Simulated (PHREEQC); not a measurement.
**Hard or scaling water: an equilibrium model**

Consider water at 25 °C with 9.2 mmol/kgw CaCl2, 85 mmol/kgw Na2HPO4 and 0.00072 mmol/kgw H4SiO4. Closed to the air; pH follows from the charge balance.

All values are PHREEQC results (ion-association model, phreeqc.dat), not measurements.

The pH is 8.20, the ionic strength comes out as 0.237 mol/kgw and the density is 1.009 g/cm³. The total alkalinity is 85.0 meq/kg.

```tsv
species	molality	activity	log γ
Na+	0.164	0.121	-0.131
HPO4-2	0.0685	0.0192	-0.552
Cl-	0.0184	0.0129	-0.153
NaHPO4-	0.00618	0.00454	-0.133
CaHPO4	0.00491	0.00519	0.024
H2PO4-	0.00265	0.00195	-0.133
CaPO4-	0.00265	0.00195	-0.133
Ca+2	0.00160	0.000492	-0.513
CaH2PO4+	3.34e-5	2.46e-5	-0.133
PO4-3	3.18e-5	1.38e-6	-1.363
OH-	2.31e-6	1.60e-6	-0.159
```

This is a speciation only: nothing precipitates in the calculation. Saturation is exceeded, for instance for Hydroxyapatite; the values hold only as long as no solid forms.
